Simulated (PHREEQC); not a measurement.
Ca(OH)2 is added in steps, without added water, to 1 kg of water holding 0.0023 mol HBr, 0.018 mol NiCl2 and 0.00043 mol MnSO4, at 20 °C. The system is closed to oxygen. CO2 from the air is kept out. Only these solids could form: Gypsum, Portlandite, Pyrochroite, Ni(OH)2, Ni4(OH)6SO4, Morenosite.

Base run: PHREEQC, ion-association model, wateq4f.dat. Each further column changes one thing. The table gives pH.

| Ca(OH)2 added (mol) | base | MnSO4 from 0.00043 to 0.000387 mol/kgw | HBr replaced by BaBr2 at the same molality | MnSO4 from 0.00043 to 0.0043 mol/kgw | no solid may form |
|---|---|---|---|---|---|
| 0 | 2.71 | 2.71 | 6.06 | 2.75 | 2.71 |
| 0.001687 | 6.28 | 6.28 | 6.29 | 6.30 | [?] |
| 0.003375 | 6.30 | 6.30 | 6.32 | 6.32 | [?] |
| 0.005625 | 6.33 | 6.33 | [?] | 6.36 | 9.41 |
| 0.007313 | 6.36 | 6.36 | 6.39 | 6.39 | 9.52 |
| 0.009 | 6.40 | 6.40 | 6.42 | 6.42 | [?] |
| 0.01069 | 6.44 | 6.44 | 6.47 | 6.46 | 9.69 |
| 0.01238 | 6.48 | 6.48 | 6.53 | 6.51 | [?] |
| 0.01463 | 6.57 | 6.57 | [?] | 6.60 | 9.90 |
| 0.01631 | 6.67 | 6.67 | 6.79 | 6.70 | 10.00 |
| 0.018 | 6.87 | 6.87 | 8.32 | 6.89 | 10.13 |

Problem. What belongs in the gaps?

Solution. 
- 0.001687, no solid may form: 8.79
- 0.003375, no solid may form: 9.20
- 0.005625, HBr replaced by BaBr2 at the same molality: 6.35
- 0.009, no solid may form: 9.61
- 0.01238, no solid may form: 9.78
- 0.01463, HBr replaced by BaBr2 at the same molality: 6.64

The database's Ni(OH)2 is the aged solid; a fresh precipitate is more soluble. In at least one series the solution becomes supersaturated in solids that the run did not let form, among them Pyrochroite, Ni(OH)2, Ni4(OH)6SO4. Solids allowed in the column 'HBr replaced by BaBr2 at the same molality': Gypsum, Barite, Portlandite, Pyrochroite, Ni(OH)2, Ni4(OH)6SO4, Morenosite.
